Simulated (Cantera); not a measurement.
Input: 1 mol SiC, 0.032 mol N2O, 700 mol H2, held at 2023 K and 0.100 bar.

Cantera equilibrium calculation (NASA polynomials, part measured and part estimated; ideal gas, pure solids and liquids). Candidate condensed phases: C, C6H6, C7H8, C8H18, H2O, Si, SiC, SiO2, Si2N2O, Si3N4; 151 gas species. Gases not in the tables: Si2H6 and higher silanes. Kinetics and transport are ignored.

What is the equilibrium state?


```
Item                                        Value
--------------------------------------  ---------
x(H2)                                       0.994
x(H)                                      0.00599
x(Si)                                    0.000131
x(C2H2 (acetylene))                       5.95e-5
x(CO)                                     3.97e-5
x(N2)                                     3.29e-5
x(SiH2)                                   2.77e-5
x(SiH)                                    2.66e-5
x(HCN)                                    2.39e-5
n(SiC(s))                               0.859 mol
gas amount                              702.3 mol
log10 activity of C(graphite) (absent)      -0.59
log10 activity of Si(l) (absent)            -0.64
```
